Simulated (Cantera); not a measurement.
# Equilibrium for abatement and gas-phase synthesis: S + H2O + O2

Charge: 1 mol S, 9.9 mol H2O, 1.1 mol O2, held at 37.5 Torr.

Cantera equilibrium calculation (NASA polynomials, part measured and part estimated; ideal gas, pure solids and liquids). Candidate condensed phases: H2O, H2SO4, S; 19 gas species. Kinetics and transport are ignored.

```
T (K)   x H2O       x H       x O      x H2      x OH    x SO2     x O2      x SO       x S
-----  ------  --------  --------  --------  --------  -------  -------  --------  --------
1148    0.900  1.35e-10   3.31e-9   1.77e-7   4.10e-6   0.0902  0.00872  9.01e-10    <1e-12
1348    0.900   3.00e-8   1.73e-7   8.38e-6   5.18e-5   0.0907  0.00900   9.80e-8    <1e-12
1548    0.900   1.68e-6   3.25e-6  0.000149  0.000339   0.0908  0.00905   3.18e-6  5.75e-11
1748    0.897   3.76e-5   3.18e-5   0.00135   0.00145   0.0907  0.00940   4.55e-5   9.46e-9
1948    0.885  0.000426  0.000214   0.00710   0.00480   0.0901   0.0116  0.000343   4.55e-7
2148    0.852   0.00284   0.00116    0.0232    0.0134   0.0877   0.0181   0.00151   7.90e-6
2348    0.779    0.0128   0.00512    0.0540    0.0318   0.0818   0.0307   0.00455   6.85e-5
2548    0.648    0.0433    0.0181    0.0980    0.0627   0.0699   0.0489    0.0103  0.000378
2748    0.457     0.114    0.0509     0.141    0.0993   0.0512   0.0666    0.0183   0.00148
2948    0.246     0.235     0.113     0.154     0.120   0.0291   0.0721    0.0244   0.00436
3148   0.0910     0.380     0.198     0.122     0.105   0.0116   0.0580    0.0238   0.00977
3348   0.0231     0.492     0.274    0.0712    0.0673  0.00319   0.0346    0.0169    0.0169
```
x: gas mole fraction; nothing condenses.

From 1148 K to 3348 K nothing is condensed.
